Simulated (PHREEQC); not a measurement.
A solution holds 3.1 mmol/kgw NaBr and 32 mmol/kgw MgSO4, at 25 °C. Closed to the air; pH follows from the charge balance.

Model: ion-association model, phreeqc.dat, run in PHREEQC.

```yaml
ionic_strength: 0.0762 mol/kgw
specific_conductance: 3840 µS/cm
density: 1.001 g/cm³
```

| species | molality | activity | log γ |
|---|---|---|---|
| Mg+2 | 0.0183 | 0.00800 | -0.361 |
| SO4-2 | 0.0182 | 0.00742 | -0.391 |
| MgSO4 | 0.0137 | 0.0139 | 0.008 |
| Br- | 0.00310 | 0.00240 | -0.111 |
| Na+ | 0.00299 | 0.00239 | -0.097 |
| NaSO4- | 0.000111 | 8.90e-5 | -0.095 |
| MgOH+ | 2.34e-7 | 1.91e-7 | -0.089 |

No solid was allowed to form.
